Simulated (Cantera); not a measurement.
Input: 1 mol BCl3, 0.15 mol NH3, 14 mol H2, at 525 °C and 2400 Pa.

Cantera equilibrium calculation (NASA polynomials, part measured and part estimated; ideal gas, pure solids and liquids). Candidate condensed phases: B, BN, NH4Cl; 21 gas species. Gases not in the tables: BHCl2. Equilibrium is a limit: real reactors are often held back by kinetics, nucleation or transport.

Base state: H2 0.915, BCl3 0.0556, HCl 0.0294 (mole fractions); condensed: BN(s).

### Question
What changes in the equilibrium state with this change: temperature from 525 °C to 1302 °C?

### Answer
| species | before | after |
|---|---|---|
| H2 | 0.915 | 0.815 |
| HCl | 0.0294 | 0.181 |
| BCl3 | 0.0556 | 0.00276 |
| BCl | <1e-9 | 0.000725 |
| H | <1e-9 | 0.000242 |
| BCl2 | 2.07e-9 | 0.000331 |
| Cl | <1e-9 | 4.28e-5 |
| BN(s), mol | 0.150 | 0.150 |
| B(s), mol | 0 | 0.790 |
Mutual solubility and eutectic melting of coexisting phases are not modelled. The tables' values for BCl, BCl2, BH2 are old estimates; treat these amounts as uncertain.
